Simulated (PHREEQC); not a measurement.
0.012 g of hydrous ferric oxide (600 m²/g; 0.2 weak and 0.005 strong sites per Fe, Dzombak-Morel constants, diffuse double layer) in 1 kg of water with 0.005 mol/kgw of an inert sodium salt and 9.5e-07 mol/kgw MgCl2, at 25 °C; the pH is set by adding NaOH or the inert anion's acid. Oxygen is held at 0.21 atm. No CO2 enters from the air. Nothing may precipitate in this run.

All values are PHREEQC results (ion-association model, wateq4f.dat), not measurements.

```tsv
pH	Mg sorbed (%)	surface charge σ (C/m²)	surface potential ψ (mV)
4	0.0	0.182	194
4.5	0.0	0.131	177
5	0.0	0.090	158
5.5	0.0	0.059	137
6	0.0	0.038	114
6.5	0.0	0.023	89
7.5	0.3	0.006	34
8	2.9	0.001	6
8.5	21.7	-0.004	-21
9	70.3	-0.009	-47
9.5	95.3	-0.016	-73
10	99.4	-0.028	-99
```
